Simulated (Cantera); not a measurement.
## Thermodynamics of iron carbonyl, mercury and lead vapours, feed HgO + H2

A closed system holds: 1 mol HgO, 0.37 mol H2, at 6.80 bar.

Equilibrium computed with Cantera from the NASA thermochemical tables; the gas is ideal and each condensed phase is pure. Candidate condensed phases: H2O, Hg, HgO; 10 gas species. Rates play no part.

At 675 K the condensed part is Hg(l) + HgO(s). At 750 K the condensed part is HgO(s). From 825 K to 1425 K nothing is condensed. The main Hg-bearing gas is Hg throughout.

```json
[
 {"T (K)": "675", "x H2O": "0.687", "x Hg": "0.313", "x O2": "0.000191", "x OH": "2.70e-12", "x HO2": "<1e-12", "x O": "<1e-12", "x H2": "<1e-12", "x H2O2": "<1e-12", "n Hg(l)": "0.202", "n HgO(s)": "0.630"},
 {"T (K)": "750", "x H2O": "0.480", "x Hg": "0.507", "x O2": "0.0132", "x OH": "1.17e-10", "x HO2": "2.02e-12", "x O": "<1e-12", "x H2": "<1e-12", "x H2O2": "6.25e-12", "n Hg(l)": "0", "n HgO(s)": "0.610"},
 {"T (K)": "825", "x H2O": "0.220", "x Hg": "0.593", "x O2": "0.187", "x OH": "1.63e-9", "x HO2": "6.90e-11", "x O": "<1e-12", "x H2": "<1e-12", "x H2O2": "4.98e-11", "n Hg(l)": "0", "n HgO(s)": "0"},
 {"T (K)": "900", "x H2O": "0.220", "x Hg": "0.593", "x O2": "0.187", "x OH": "1.17e-8", "x HO2": "3.47e-10", "x O": "<1e-12", "x H2": "<1e-12", "x H2O2": "1.80e-10", "n Hg(l)": "0", "n HgO(s)": "0"},
 {"T (K)": "975", "x H2O": "0.220", "x Hg": "0.593", "x O2": "0.187", "x OH": "6.21e-8", "x HO2": "1.36e-9", "x O": "1.20e-11", "x H2": "7.93e-12", "x H2O2": "5.33e-10", "n Hg(l)": "0", "n HgO(s)": "0"},
 {"T (K)": "1050", "x H2O": "0.220", "x Hg": "0.593", "x O2": "0.187", "x OH": "2.60e-7", "x HO2": "4.39e-9", "x O": "1.11e-10", "x H2": "7.04e-11", "x H2O2": "1.36e-9", "n Hg(l)": "0", "n HgO(s)": "0"},
 {"T (K)": "1125", "x H2O": "0.220", "x Hg": "0.593", "x O2": "0.187", "x OH": "9.00e-7", "x HO2": "1.21e-8", "x O": "7.65e-10", "x H2": "4.69e-10", "x H2O2": "3.06e-9", "n Hg(l)": "0", "n HgO(s)": "0"},
 {"T (K)": "1200", "x H2O": "0.220", "x Hg": "0.593", "x O2": "0.187", "x OH": "2.67e-6", "x HO2": "2.95e-8", "x O": "4.16e-9", "x H2": "2.47e-9", "x H2O2": "6.23e-9", "n Hg(l)": "0", "n HgO(s)": "0"},
 {"T (K)": "1275", "x H2O": "0.220", "x Hg": "0.593", "x O2": "0.187", "x OH": "6.96e-6", "x HO2": "6.47e-8", "x O": "1.85e-8", "x H2": "1.08e-8", "x H2O2": "1.17e-8", "n Hg(l)": "0", "n HgO(s)": "0"},
 {"T (K)": "1350", "x H2O": "0.220", "x Hg": "0.593", "x O2": "0.187", "x OH": "1.63e-5", "x HO2": "1.30e-7", "x O": "7.00e-8", "x H2": "3.97e-8", "x H2O2": "2.05e-8", "n Hg(l)": "0", "n HgO(s)": "0"},
 {"T (K)": "1425", "x H2O": "0.220", "x Hg": "0.593", "x O2": "0.187", "x OH": "3.51e-5", "x HO2": "2.43e-7", "x O": "2.30e-7", "x H2": "1.28e-7", "x H2O2": "3.40e-8", "n Hg(l)": "0", "n HgO(s)": "0"}
]
```
x: gas mole fraction; n: condensed amount in mol.
